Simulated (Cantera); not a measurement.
Feed: 1 mol SiH4, 1.9 mol HCl, 9.3 mol H2, held at 2475 K and 30000 Pa.

Equilibrium computed with Cantera from the NASA thermochemical tables; the gas is ideal and each condensed phase is pure. The tables' values for SiCl, SiCl3 are old estimates; treat these amounts as uncertain. Gases not in the tables: Si2H6 and higher silanes. The numbers say what is thermodynamically allowed, not how fast it happens.

```json
[
 {"species": "H2", "before": "0.825", "after": "0.889"},
 {"species": "HCl", "before": "0.0973", "after": "0.0817"},
 {"species": "SiCl2", "before": "0.0173", "after": "0.0245"},
 {"species": "H", "before": "0.0373", "after": "3.98e-5"},
 {"species": "Si", "before": "0.0131", "after": "6.01e-8"},
 {"species": "Si2", "before": "0.000337", "after": "<1e-9"},
 {"species": "Si3", "before": "5.88e-5", "after": "<1e-9"},
 {"species": "SiH", "before": "0.00179", "after": "9.07e-8"},
 {"species": "SiCl4", "before": "1.39e-7", "after": "0.000763"},
 {"species": "SiCl", "before": "0.00357", "after": "1.71e-6"},
 {"species": "Cl", "before": "0.00312", "after": "2.93e-6"},
 {"species": "Si(l), mol", "before": "0.488", "after": "0"},
 {"species": "Si(s), mol", "before": "0", "after": "0.620"}
]
```
Gas species are given as mole fractions.

Name the change that produced these shifts.
A. temperature from 2475 K to 1523 K
B. temperature from 2475 K to 2250 K
C. HCl from 1.9 to 0.025 mol
D. H2 from 9.3 to 2.9 mol

A, temperature from 2475 K to 1523 K. The tables' values for SiCl3 are old estimates; treat these amounts as uncertain
